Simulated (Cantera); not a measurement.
Feed: 1 mol SiO2, 0.084 mol H2, at 1625 °C and 1.00 bar.

Method: chemical equilibrium by Gibbs-energy minimisation in Cantera with the NASA 1993 tables (ideal gas, pure condensed phases). Candidate condensed phases: H2O, Si, SiO2; 18 gas species. The tables hold silica as quartz up to 1696 K and as liquid above; real silica turns to tridymite and cristobalite and melts near 1996 K. Kinetics and transport are ignored.

Base state: H2 0.992, SiO 0.00365, H2O 0.00365, H 0.000779 (mole fractions); condensed: SiO2(condensed).

Task: What changes in the equilibrium state with this change: temperature from 1625 °C to 1375 °C?

Result: 
```json
[
 {"species": "H2", "before": "0.992", "after": "0.999"},
 {"species": "H2O", "before": "0.00365", "after": "0.000289"},
 {"species": "SiO", "before": "0.00365", "after": "0.000289"},
 {"species": "H", "before": "0.000779", "after": "8.92e-5"},
 {"species": "SiO2(condensed), mol", "before": "1.000", "after": "0"},
 {"species": "SiO2(β-quartz), mol", "before": "0", "after": "1.000"}
]
```

Task: What changes in the equilibrium state with this change: 0.0048 mol NH3 added?

Result: 
```json
[
 {"species": "H2", "before": "0.992", "after": "0.966"},
 {"species": "N2", "before": "0", "after": "0.0255"},
 {"species": "SiO", "before": "0.00365", "after": "0.00360"},
 {"species": "H2O", "before": "0.00365", "after": "0.00360"},
 {"species": "H", "before": "0.000779", "after": "0.000769"},
 {"species": "SiO2(condensed), mol", "before": "1.000", "after": "1.000"}
]
```
Further candidate phases: Si2N2O, Si3N4.
